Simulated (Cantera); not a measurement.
Low-pressure radical oxidation in H2/O2

An isothermal, constant-pressure homogeneous reactor starts with 26.5 % H2, 73.5 % O2, equivalence ratio 0.18, at 925 K and 600 Pa.

Model: the H2/O2 subset of GRI-Mech 3.0, which has no nitrogen chemistry, integrated in Cantera. Radical loss at walls, strong at low pressure, is not modelled. Below about 950 K walls govern HO2 and H2O2 in real vessels. The temperature is held fixed by assumption; the heat of reaction is taken as removed at once.

```tsv
t (s)	x H2	x O2	x OH	x H2O2	x O	x HO2	x H
0.000500	0.265	0.735	4.58e-12	<1e-12	1.20e-11	4.64e-11	5.27e-11
0.00126	0.265	0.735	2.65e-11	<1e-12	8.16e-11	1.19e-10	2.60e-10
0.00315	0.265	0.735	6.84e-10	<1e-12	2.17e-9	3.82e-10	6.45e-9
0.00792	0.265	0.735	1.66e-6	6.42e-11	5.27e-6	2.19e-7	1.56e-5
0.0199	0.0181	0.644	0.00421	1.32e-7	0.0302	9.04e-6	0.0961
0.0500	0.00381	0.687	0.00184	2.58e-7	0.00679	1.08e-5	0.00873
0.126	0.000387	0.694	0.000405	2.44e-7	0.000568	5.77e-6	0.000158
0.315	4.78e-5	0.695	0.000129	1.37e-7	6.23e-5	1.61e-6	5.58e-6
0.792	6.74e-6	0.695	5.34e-5	6.38e-8	1.03e-5	3.68e-7	3.78e-7
1.99	1.06e-6	0.695	2.53e-5	2.93e-8	2.28e-6	9.10e-8	3.92e-8
5.00	2.17e-7	0.695	1.33e-5	1.40e-8	6.30e-7	2.64e-8	5.62e-9
```
x: mole fraction; the columns are a selection and need not sum to one.

Equilibrium at this temperature and pressure: H2 3.72e-11, O2 0.695, OH 2.00e-7, H2O2 1.97e-11, O 1.45e-10, HO2 3.04e-10, H <1e-12 (gas phase only).
